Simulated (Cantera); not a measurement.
An isothermal, constant-pressure homogeneous reactor starts with 3.16 % CH₄, 95.8 % H₂, 1.05 % CO₂, at 2350 K and 0.320 bar.

Computed with Cantera and GRI-Mech 3.0 (53 species, 325 reactions). GRI-Mech 3.0 stops at C3 and has no aromatics, soot or wall deposition, so with more carbon than oxygen in the feed, carbon stays in small species such as C2H2 where larger ones or solid carbon would form.

x: mole fraction; the columns are a selection and need not sum to one.

| t (s) | x CH₄ | x H₂ | x CO₂ | x C₂H₂ | x CH₂O | x CH₂CO |
|---|---|---|---|---|---|---|
| 8.00e-5 | 0.0213 | 0.944 | ? | 0.00207 | 9.87e-7 | 2.05e-7 |
| 0.000248 | 0.00938 | 0.942 | ? | 0.00888 | 5.25e-7 | 8.90e-7 |
| 0.000772 | 0.00253 | 0.945 | ? | 0.0129 | 1.68e-7 | 1.12e-6 |
| 0.00240 | 0.000898 | 0.945 | ? | 0.0130 | 5.61e-8 | 8.93e-7 |
| 0.00744 | 0.000553 | 0.947 | ? | 0.0114 | 1.98e-8 | 4.06e-7 |
| 0.0231 | 0.000235 | 0.948 | ? | 0.0101 | 3.62e-9 | 6.28e-8 |
| 0.0718 | 7.99e-5 | 0.948 | ? | 0.00993 | 2.44e-9 | 2.72e-9 |
| 0.223 | 7.65e-5 | 0.948 | 5.73e-10 | 0.00993 | 2.43e-9 | 2.32e-9 |
| 0.692 | 7.65e-5 | 0.948 | 5.73e-10 | 0.00993 | 2.43e-9 | 2.32e-9 |
| 2.15 | 7.65e-5 | 0.948 | 5.73e-10 | 0.00993 | 2.43e-9 | 2.32e-9 |
| 6.68 | 7.65e-5 | 0.948 | 5.73e-10 | 0.00993 | 2.43e-9 | 2.32e-9 |
| 20.7 | 7.65e-5 | 0.948 | 5.73e-10 | 0.00993 | 2.43e-9 | 2.32e-9 |
| 64.4 | 7.65e-5 | 0.948 | 5.73e-10 | 0.00993 | 2.43e-9 | 2.32e-9 |
| 200 | 7.65e-5 | 0.948 | 5.73e-10 | 0.00993 | 2.43e-9 | 2.32e-9 |

Q: Some entries are withheld; supply them.

A: 
- 8.00e-5, x CO₂: 0.00565
- 0.000248, x CO₂: 0.000408
- 0.000772, x CO₂: 1.85e-5
- 0.00240, x CO₂: 1.69e-5
- 0.00744, x CO₂: 1.07e-5
- 0.0231, x CO₂: 2.02e-6
- 0.0718, x CO₂: 1.20e-8
